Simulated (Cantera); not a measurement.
A closed system holds: 1 mol CaF2, 0.97 mol H2, equilibrated at 21.0 mbar.

Method: chemical equilibrium by Gibbs-energy minimisation in Cantera with the NASA 1993 tables (ideal gas, pure condensed phases). Candidate condensed phases: Ca, CaF2; 15 gas species. Rates play no part.

Question: Which condensed phases are stable at each of these points (T (K)): 875, 950, 1025, 1100, 1175, 1250, 1325, 1400, 1475, 1550, 1625, 1700, 1775?

Answer: 
```csv
T (K),condensed phases,Ca condensed (%)
875,CaF2(s),100.0
950,CaF2(s),100.0
1025,CaF2(s),100.0
1100,CaF2(s),100.0
1175,CaF2(s),100.0
1250,CaF2(s),100.0
1325,CaF2(s),100.0
1400,CaF2(s),100.0
1475,CaF2(s),100.0
1550,CaF2(s),100.0
1625,CaF2(s),99.8
1700,CaF2(l),99.5
1775,CaF2(l),98.5
```

From 875 K to 1625 K the condensed part is CaF2(s). From 1700 K to 1775 K the condensed part is CaF2(l).
